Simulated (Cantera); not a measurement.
Feed: 1 mol BF₃, 1.3 mol N₂, 0.17 mol NH₃, held at 17.0 mbar.

Cantera equilibrium calculation (NASA polynomials, part measured and part estimated; ideal gas, pure solids and liquids). Candidate condensed phases: B, BN; 31 gas species. The numbers say what is thermodynamically allowed, not how fast it happens. All values below are at 1150 K.

Base state: N₂ 0.523, BF₃ 0.375, H₂ 0.0906, HF 0.0118, BHF₂ 0.000111 (mole fractions); condensed: BN(s).

### Question
What changes in the equilibrium state with this change: NH₃ from 0.17 to 3.2 mol?

### Answer
| species | before | after |
|---|---|---|
| H₂ | 0.0906 | 0.543 |
| N₂ | 0.523 | 0.330 |
| BF₃ | 0.375 | 0.109 |
| HF | 0.0118 | 0.0177 |
| BHF₂ | 0.000111 | 0.000129 |
| BN(s), mol | 0.0103 | 0.0510 |
